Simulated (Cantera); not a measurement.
A closed system holds: 1 mol Si₃H₈, 0.2 mol Cl₂, 97 mol H₂, 0.046 mol HCl, held at 675 °C and 0.00110 bar.

Equilibrium computed with Cantera from the NASA thermochemical tables; the gas is ideal and each condensed phase is pure. Candidate condensed phases: Si; 19 gas species. The feed counts by its element totals alone. Rates play no part.

What is the equilibrium state?


* **x(H₂)**: 0.996
* **x(HCl)**: 0.00426
* **x(SiCl₂)**: 2.78e-5
* **x(SiHCl₃)**: 1.15e-5
* **x(SiCl₄)**: 1.09e-5
* **x(SiCl₃)**: 3.00e-6
* **x(SiH₂Cl₂)**: 1.23e-6
* **n(Si(s))**: 2.99 mol
* **gas amount**: 101.2 mol
